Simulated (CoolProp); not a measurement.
Decamethyltetrasiloxane (MD2M) along the isobar 61.6 bar: Z from the reference equation and from simpler models built on Tc = 326.2 °C, pc = 11.44 bar, ω = 0.635; each cubic takes its own stable root.

Computed with CoolProp (reference Helmholtz-energy equation of state, Thol 2017).

```
T (°C)   phase  reference
------  ------  ---------
67.95   liquid     0.8264
81.95   liquid     0.8067
95.85   liquid     0.7891
109.85  liquid     0.7730
123.85  liquid     0.7586
137.85  liquid     0.7457
151.75  liquid     0.7343
165.75  liquid     0.7241
179.75  liquid     0.7152
193.65  liquid     0.7075
207.65  liquid     0.7010
221.65  liquid     0.6957
235.65  liquid     0.6916
249.55  liquid     0.6886
263.55  liquid     0.6867
277.55  liquid     0.6859
```

Problem. How far does each simpler model (Redlich-Kwong, Soave-Redlich-Kwong) lie from the reference over these 16 states: mean and median of the absolute difference, and the worst?

Solution. 
- Redlich-Kwong: mean 14.8 %, median 14.9 %, worst +18.2 % at 67.95 °C and 61.6 bar
- Soave-Redlich-Kwong: mean 9.5 %, median 9.1 %, worst +12.8 % at 67.95 °C and 61.6 bar
